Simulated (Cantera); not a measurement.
A perfectly stirred reactor is fed with CO : H2 : O2 : N2 = 1 : 0.093 : 1.33 : 5.01 (molar parts), equivalence ratio 0.41, at 0.987 atm; it is adiabatic with a 500 K inlet, and is followed from long to short residence time, starting on the burning branch (τ in s: 0.13, 0.041, 0.013, 0.004, 0.0012, 0.00039, 0.00012, 3.7e-05, 1.2e-05).

Detailed kinetics in Cantera: GRI-Mech 3.0 (53 species, 325 reactions).

Problem. What does this change do: pressure from 0.987 atm to 8.88 atm?

Solution. 
```
quantity                                                                       before                                after
------------------------------------------------  -----------------------------------  -----------------------------------
blow-out, bracketed by the residence times tried  burning at 1.20 ms, out at 0.390 ms  burning at 1.20 ms, out at 0.390 ms
x(CO) at τ = 0.130 s                                                          0.00159                             0.000320
x(H2) at τ = 0.130 s                                                          3.06e-5                              3.53e-6
x(O2) at τ = 0.130 s                                                            0.114                                0.114
x(CO2) at τ = 0.130 s                                                           0.143                                0.145
x(HO2) at τ = 0.130 s                                                         1.84e-6                              1.23e-6
x(CO) at τ = 1.20 ms                                                           0.0308                              0.00907
x(H2) at τ = 1.20 ms                                                         0.000402                              7.70e-5
x(O2) at τ = 1.20 ms                                                            0.124                                0.117
x(CO2) at τ = 1.20 ms                                                           0.112                                0.135
x(HO2) at τ = 1.20 ms                                                         1.95e-5                              2.40e-5
```
The hydrogen kinetics of GRI-Mech 3.0 are dated; newer H2 mechanisms differ, most at raised pressure.

Problem. What does this change do: pressure from 0.987 atm to 4.93 atm?

Solution. 
| quantity | before | after |
|---|---|---|
| blow-out, bracketed by the residence times tried | burning at 1.20 ms, out at 0.390 ms | burning at 1.20 ms, out at 0.390 ms |
| x(CO) at τ = 0.130 s | 0.00159 | 0.000451 |
| x(H2) at τ = 0.130 s | 3.06e-5 | 5.74e-6 |
| x(O2) at τ = 0.130 s | 0.114 | 0.114 |
| x(CO2) at τ = 0.130 s | 0.143 | 0.145 |
| x(HO2) at τ = 0.130 s | 1.84e-6 | 1.38e-6 |
| x(CO) at τ = 1.20 ms | 0.0308 | 0.0116 |
| x(H2) at τ = 1.20 ms | 0.000402 | 0.000113 |
| x(O2) at τ = 1.20 ms | 0.124 | 0.118 |
| x(CO2) at τ = 1.20 ms | 0.112 | 0.133 |
| x(HO2) at τ = 1.20 ms | 1.95e-5 | 2.37e-5 |
The hydrogen kinetics of GRI-Mech 3.0 are dated; newer H2 mechanisms differ, most at raised pressure.
